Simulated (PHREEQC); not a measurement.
Dissolve 0.27 mol Na2CO3 per kg of water at 9.4 °C. Closed to the air; pH follows from the charge balance.

All values are PHREEQC results (ion-association model, phreeqc.dat), not measurements.

No solid was allowed to form.

**Question.** Predict the pH, specific conductance.

**Answer.** pH 11.80; specific conductance 18700 µS/cm.

**Question.** In which forms is C present?

**Answer.** CO3-2 56 %, NaCO3- 43 %, HCO3- 0.9 % of the C.

Away from 25 °C the constants follow the database's enthalpies or fits; those with neither stay at their 25 °C values.
